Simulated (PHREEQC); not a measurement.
## Metal-bearing waste water (model solution)

Dissolve 0.042 mol/kgw FeCl3, 0.29 mol/kgw CuCl2 and 3.1e-05 mol/kgw (CH3)4NF at 95 °C. Closed to the air; pH follows from the charge balance.

The numbers come from PHREEQC with the ion-association model, phreeqc.dat.

This is a speciation only: nothing precipitates in the calculation.

Q: Predict the pH, activity of water, density.

A: pH 1.97; activity of water 0.987; density 1.000 g/cm³.

Q: In which forms is F present?

A: FeF+2 97 %, HF 2.7 % of the F.

Examples of supersaturated solids here: Hematite (slow to form), Goethite (slow to form). Others may be too. (CH3)4N+ isn't in the database: it is added as a free cation with an ion size of 4 Å. Constants without temperature data keep their 25 °C values here. Fluoro complexes past AlF4- and FeF3 are missing from the database.
